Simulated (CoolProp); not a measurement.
Diethyl ether along the isotherm 226.15 °C: fugacity coefficient from the reference equation and from simpler models built on Tc = 194.7 °C, pc = 3.717 MPa, ω = 0.282; each cubic takes its own stable root.

Values from CoolProp's reference Helmholtz-energy equation of state, Thol 2014.

```tsv
p (MPa)	phase	reference
0.0176	gas	0.9987
0.0298	gas	0.9979
0.0502	gas	0.9964
0.0847	gas	0.9939
0.143	gas	0.9897
0.241	gas	0.9827
0.407	gas	0.9707
0.687	gas	0.9507
1.16	gas	0.9169
1.96	gas	0.8601
3.3	gas	0.7656
5.58	supercritical	0.6058
```

Task: How far does each simpler model (van der Waals, Redlich-Kwong, Soave-Redlich-Kwong) lie from the reference over these 12 states: mean and median of the absolute difference, and the worst?

Result: 
- van der Waals: mean 0.3 %, median 0.1 %, worst +1.5 % at 226.15 °C and 3.3 MPa
- Redlich-Kwong: mean 0.3 %, median 0.1 %, worst -1.0 % at 226.15 °C and 5.58 MPa
- Soave-Redlich-Kwong: mean 0.3 %, median 0.0 %, worst +2.3 % at 226.15 °C and 5.58 MPa
